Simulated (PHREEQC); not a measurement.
Solution (5 °C): 0.013 mol Pb(NO3)2, 3.6e-05 mol NiCl2 and 0.0016 mol NaF per kg of water. Closed to the air; pH follows from the charge balance.

All values are PHREEQC results (ion-association model, wateq4f.dat), not measurements.

Each row changes one thing in this solution. No solid was allowed to form.

| case | pH | ionic strength (mol/kgw) | PbOH+ (mol/kgw) | HF (mol/kgw) | Pb2OH+3 (mol/kgw) | HF2- (mol/kgw) | SI of PbF2 (PbF2) | SI of Pb(OH)2 (Pb(OH)2) |
|---|---|---|---|---|---|---|---|---|
| as made | 5.05 | 0.0365 | 1.44e-5 | 1.12e-5 | 6.95e-6 | 5.08e-8 | -0.69 | -1.04 |
| NiCl2 left out | 5.05 | 0.0364 | 1.45e-5 | 1.12e-5 | 6.95e-6 | 5.08e-8 | -0.69 | -1.04 |
| temperature from 5 to 65 °C | 5.21 | 0.0367 | 1.98e-5 | 2.32e-5 | 1.04e-5 | 1.48e-7 | -0.65 | +1.20 |
| temperature from 5 to 70 °C | 5.23 | 0.0368 | 2.04e-5 | 2.47e-5 | 1.09e-5 | 1.57e-7 | -0.64 | +1.36 |
| temperature from 5 to 30 °C | 5.11 | 0.0366 | 1.61e-5 | 1.51e-5 | 8.02e-6 | 8.73e-8 | -0.66 | -0.03 |

Complexes and solids missing from the database can't appear. Some of these states are supersaturated (in Matlockite, Pb(OH)2, for instance). Away from 25 °C the constants follow the database's enthalpies or fits; those with neither stay at their 25 °C values.
